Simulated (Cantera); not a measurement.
Input: 1 mol Ti, a varied amount of H₂O, 49 mol CO, at 345 Torr.

These are equilibrium values from Cantera (NASA tables, ideal gas, pure condensed phases), not measurements of a reactor. Candidate condensed phases: C, C₆H₆, C₇H₈, C₈H₁₈, H₂O, Ti, TiC, TiO, TiO₂, Ti₂O₃, Ti₃O₅, Ti₄O₇; 113 gas species. Mutual solubility and eutectic melting of coexisting phases are not modelled. TiC: taken at fixed stoichiometry. Condensed phases not in the tables: Magnéli phases beyond Ti₄O₇. Gases not in the tables: TiO(OH)₂. The numbers say what is thermodynamically allowed, not how fast it happens.

Task: What condenses at these points (T in K, n(H₂O) in mol): (1873, 0.39); (1823, 1.7); (1723, 1.2); (1523, 0.57); (1323, 0.27); (1573, 0.27); (1723, 2.5); (1573, 2.5)?

Result: 
| T (K) | n(H₂O) in mol | condensed phases | Ti condensed (%) |
|---|---|---|---|
| 1873 | 0.39 | TiC + Ti₂O₃ | 100.0 |
| 1823 | 1.7 | Ti₃O₅ | 100.0 |
| 1723 | 1.2 | TiC + Ti₂O₃ | 100.0 |
| 1523 | 0.57 | C + Ti₃O₅ | 100.0 |
| 1323 | 0.27 | C + Ti₄O₇ | 100.0 |
| 1573 | 0.27 | TiC + Ti₃O₅ | 100.0 |
| 1723 | 2.5 | Ti₄O₇ | 100.0 |
| 1573 | 2.5 | TiO₂ + Ti₄O₇ | 100.0 |
